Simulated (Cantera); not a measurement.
Input: 1 mol C2H2, 0.24 mol CO2, 37 mol H2.

Method: chemical equilibrium by Gibbs-energy minimisation in Cantera with the NASA 1993 tables (ideal gas, pure condensed phases). Candidate condensed phases: C, C6H6, C7H8, C8H18, H2O; 110 gas species. The ideal-gas law is rough above about 30 bar. Rates play no part.

Stable condensed phases, one row left out:

```
T in °C \ P in Pa
               10       46      220     1000     4600    22000   100000   460000  2200000 10000000
   2675         A        A        A        A        A        A        A        A        A        A
   2525         A        A        A        A        A        A        A        A        A        A
   2375         A        A        B        B        B        B        B        B        B        A
   2225         B        B        B        B        B        B        B        B        B        B
   2075         B        B        B        B        B        B        B        B        B        B
   1925         B        B        B        B        B        B        B        B        B        B
   1775         B        B        B        B        B        B        B        B        B        B
   1625         B        B        B        B        B        B        B        B        B        A
   1475         B        B        B        B        B        B        B        B        B        A
   1175         B        B        B        B        B        B        B        B        A        A
   1025         B        B        B        B        B        B        B        B        A        A
```

A: gas only; B: C.

Task: Give the row for 1325 °C.

Result: 10: C; 46: C; 220: C; 1000: C; 4600: C; 22000: C; 100000: C; 460000: C; 2200000: C; 10000000: gas only.
